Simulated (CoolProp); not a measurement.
The numbers come from the reference Helmholtz-energy equation of state, Lemmon 2006 in CoolProp. It is a short technical equation, of lower accuracy than the large ones.

Q: Give the vapour pressure (kPa), liquid density (kg/m³), vapour density (kg/m³), enthalpy of vaporisation (kJ/kg) of saturated carbon monoxide at 124.4 K.

A: 
```csv
T (K),p (kPa),liquid density (kg/m³),vapour density (kg/m³),enthalpy of vaporisation (kJ/kg)
124.4,2350,533,105,109
```
